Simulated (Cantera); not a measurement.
Mixture: CH3OH : O2 : N2 = 1 : 2.24 : 8.42 (molar parts), at 30.0 bar, adiabatic and at constant volume. Ignition delay is the time to a rise of 400 K.

Detailed kinetics in Cantera: GRI-Mech 3.0 (53 species, 325 reactions). GRI-Mech 3.0 was tuned for natural gas; its chemistry of methanol as a main component is partial and can be far from experiment. The pressure lies above the range GRI-Mech 3.0 was tuned for (to about 10 atm).

Task: What does this change do: pressure from 30.0 bar to 1.00 bar?

Result: 
| quantity | before | after |
|---|---|---|
| delay at 1098 K | 5.08 ms | 64.7 ms |
| delay at 1198 K | 0.786 ms | 10.5 ms |
| delay at 1298 K | 0.164 ms | 2.32 ms |
| delay at 1398 K | 44.0 µs | 0.665 ms |
| delay at 1498 K | 14.7 µs | 0.236 ms |
| delay at 1598 K | 5.86 µs | 99.7 µs |
| delay at 1698 K | 2.68 µs | 47.7 µs |
| apparent activation energy between 1498 and 1698 K | 180 kJ/mol | 170 kJ/mol |

Task: What does this change do: pressure from 30.0 bar to 19.0 bar?

Result: 
```json
[
 {"quantity": "delay at 1098 K", "before": "5.08 ms", "after": "6.80 ms"},
 {"quantity": "delay at 1198 K", "before": "0.786 ms", "after": "1.06 ms"},
 {"quantity": "delay at 1298 K", "before": "0.164 ms", "after": "0.222 ms"},
 {"quantity": "delay at 1398 K", "before": "44.0 µs", "after": "60.0 µs"},
 {"quantity": "delay at 1498 K", "before": "14.7 µs", "after": "20.2 µs"},
 {"quantity": "delay at 1598 K", "before": "5.86 µs", "after": "8.15 µs"},
 {"quantity": "delay at 1698 K", "before": "2.68 µs", "after": "3.75 µs"},
 {"quantity": "apparent activation energy between 1498 and 1698 K", "before": "180 kJ/mol", "after": "180 kJ/mol"}
]
```
